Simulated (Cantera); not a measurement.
A Cantera script and its output.

```python
import numpy as np
import cantera as ct

gas = ct.Solution("h2o2.yaml")
gas.TPX = 1100, 11000, {'H2': 1.6, 'O2': 1, 'N2': 1.7}
reactor = ct.IdealGasConstPressureReactor(gas, energy="off", clone=False)
net = ct.ReactorNet([reactor])
net.rtol, net.atol = 1e-08, 1e-18
show = ['H2', 'O2', 'O', 'H2O2', 'H']
times = np.geomspace(0.0007, 20, 12)

steps = ct.SolutionArray(gas, extra=["t"])
rows = []
print(f"{'t/s':>10s}{'T/K':>9s}{'P/Pa':>11s}" + "".join(f"{s:>11s}" for s in show))
for t in times:
    while net.time < t:
        t_next = net.step()
        steps.append(gas.state, t=t_next)
    rows.append([np.interp(t, steps.t, y) for y in (steps.T, steps.P, *steps(*show).X.T)])
    print(f"{t:10.3e}{rows[-1][0]:9.1f}{rows[-1][1]:11.4g}" + "".join(f"{x:11.3e}" for x in rows[-1][2:]))
rate = np.gradient(steps.T, steps.t)
print("integrator steps:", len(steps.t))
if steps.T.max() > steps.T[0] + 200:
    print(f"time of steepest temperature rise: {steps.t[rate.argmax()]:.4e} s")
gas.TPX = 1100, 11000, {'H2': 1.6, 'O2': 1, 'N2': 1.7}
gas.equilibrate("TP")
print(f"equilibrium (TP): T = {gas.T:.1f} K  " + "  ".join(f"{s} {gas[s].X[0]:.3e}" for s in show))
```

Result:

```
       t/s      T/K       P/Pa         H2         O2          O       H2O2          H
 7.000e-04   1100.0    1.1e+04  4.149e-02  8.689e-02  1.305e-02  1.854e-06  8.935e-02
 1.779e-03   1100.0    1.1e+04  9.219e-03  6.131e-02  1.684e-03  3.199e-06  5.976e-03
 4.521e-03   1100.0    1.1e+04  1.373e-03  5.758e-02  1.861e-04  2.490e-06  2.238e-04
 1.149e-02   1100.0    1.1e+04  2.032e-04  5.717e-02  2.392e-05  1.014e-06  1.127e-05
 2.920e-02   1100.0    1.1e+04  2.995e-05  5.713e-02  3.952e-06  3.254e-07  7.489e-07
 7.422e-02   1100.0    1.1e+04  4.810e-06  5.713e-02  8.559e-07  1.012e-07  6.645e-08
 1.886e-01   1100.0    1.1e+04  1.020e-06  5.714e-02  2.363e-07  3.352e-08  8.650e-09
 4.794e-01   1100.0    1.1e+04  2.902e-07  5.714e-02  7.706e-08  1.205e-08  1.532e-09
 1.218e+00   1100.0    1.1e+04  9.775e-08  5.714e-02  2.765e-08  4.577e-09  3.230e-10
 3.096e+00   1100.0    1.1e+04  3.638e-08  5.714e-02  1.054e-08  1.808e-09  7.615e-11
 7.869e+00   1100.0    1.1e+04  1.536e-08  5.714e-02  4.346e-09  7.642e-10  2.100e-11
 2.000e+01   1100.0    1.1e+04  8.843e-09  5.714e-02  2.252e-09  4.040e-10  8.817e-12
integrator steps: 2094
equilibrium (TP): T = 1100.0 K  H2 7.648e-09  O2 5.714e-02  O 1.810e-09  H2O2 3.275e-10  H 6.863e-12
```

Cantera simulation using the H2/O2 subset of GRI-Mech 3.0, which has no nitrogen chemistry; the numbers are that mechanism's predictions, not measurements. The temperature is held fixed by assumption; the heat of reaction is taken as removed at once.
